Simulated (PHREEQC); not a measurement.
Make-up at 25 °C: 2 mol/kgw Na2CO3, 0.25 mol/kgw Na2SO4 and 0.059 mol/kgw KBr. Closed to the air; pH follows from the charge balance.

All values are PHREEQC results (Pitzer model, pitzer.dat), not measurements.

```
quantity                  before  after
------------------------  ------  -----
pH                         11.88  10.36
ionic strength (mol/kgw)    6.80   6.31
```

### Question
Name the change that produced these shifts.
A) Na2CO3 replaced by NaOH at the same molality
B) diluted 5-fold with water
C) Na2SO4 replaced by NaHCO3 at the same molality
D) Na2CO3 from 2 to 1.8 mol/kgw
E) Na2SO4 left out

### Answer
C, Na2SO4 replaced by NaHCO3 at the same molality

No solid was allowed to form. In brines, pH and single-ion activities rest on the MacInnes convention.
